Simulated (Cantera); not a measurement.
An adiabatic, constant-volume homogeneous reactor starts with CH4 : O2 : N2 : H2O = 1 : 1.33 : 14.7 : 1.1 (molar parts), equivalence ratio 1.5, at 1523 K and 5.00 bar. Integrator tolerance rtol = 1e-08.

Cantera simulation using GRI-Mech 3.0 (53 species, 325 reactions); the numbers are that mechanism's predictions, not measurements.

### Question
What does this change do: constant pressure in place of constant volume?

### Answer
```json
[
 {"quantity": "time of steepest temperature rise", "before": "0.996 ms", "after": "1.08 ms"},
 {"quantity": "temperature at 1.00 s", "before": "2332 K", "after": "2153 K"},
 {"quantity": "equilibrium temperature", "before": "2332 K", "after": "2153 K"},
 {"quantity": "x(CH4) at 1.00 s", "before": "5.97e-12 (gas-phase equilibrium 6.77e-12)", "after": "6.26e-12 (gas-phase equilibrium 7.13e-12)"},
 {"quantity": "x(O2) at 1.00 s", "before": "8.84e-6 (gas-phase equilibrium 8.84e-6)", "after": "1.54e-6 (gas-phase equilibrium 1.54e-6)"},
 {"quantity": "x(H2O) at 1.00 s", "before": "0.126 (gas-phase equilibrium 0.126)", "after": "0.126 (gas-phase equilibrium 0.126)"},
 {"quantity": "x(HO2) at 1.00 s", "before": "8.83e-9 (gas-phase equilibrium 8.83e-9)", "after": "1.19e-9 (gas-phase equilibrium 1.19e-9)"},
 {"quantity": "x(NO2) at 1.00 s", "before": "2.13e-9 (gas-phase equilibrium 2.13e-9)", "after": "2.52e-10 (gas-phase equilibrium 2.52e-10)"}
]
```
